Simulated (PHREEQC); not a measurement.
## Nickel, zinc or cadmium bath: speciation

Solution (90 °C): 0.004 mol/kgw CdCl2, 0.0062 mol/kgw H3BO3 and 3.1e-05 mol/kgw HCl. Closed to the air; pH follows from the charge balance.

Computed with PHREEQC (ion-association model, phreeqc.dat).

- pH = 4.54
- ionic strength = 0.00935 mol/kgw
- total alkalinity = -0.0310 meq/kg

```json
[
 {"species": "Cl-", "molality": "0.00667", "activity": "0.00594", "log γ": "-0.050"},
 {"species": "H3BO3", "molality": "0.00620", "activity": "0.00621", "log γ": "0.001"},
 {"species": "Cd+2", "molality": "0.00268", "activity": "0.00169", "log γ": "-0.200"},
 {"species": "CdCl+", "molality": "0.00129", "activity": "0.00115", "log γ": "-0.050"},
 {"species": "CdCl2", "molality": "3.45e-5", "activity": "3.46e-5", "log γ": "0.001"},
 {"species": "H+", "molality": "3.17e-5", "activity": "2.87e-5", "log γ": "-0.044"},
 {"species": "H2BO3-", "molality": "3.70e-7", "activity": "3.30e-7", "log γ": "-0.050"},
 {"species": "CdCl3-", "molality": "3.25e-7", "activity": "2.90e-7", "log γ": "-0.050"},
 {"species": "CdOH+", "molality": "2.88e-7", "activity": "2.56e-7", "log γ": "-0.050"},
 {"species": "CdOHCl", "molality": "5.13e-8", "activity": "5.15e-8", "log γ": "0.001"},
 {"species": "OH-", "molality": "1.54e-8", "activity": "1.37e-8", "log γ": "-0.051"},
 {"species": "Cd2OH+3", "molality": "3.07e-9", "activity": "1.09e-9", "log γ": "-0.450"}
]
```

This is a speciation only: nothing precipitates in the calculation. At this temperature some constants are extrapolated from 25 °C, and those without enthalpy data are left unchanged.
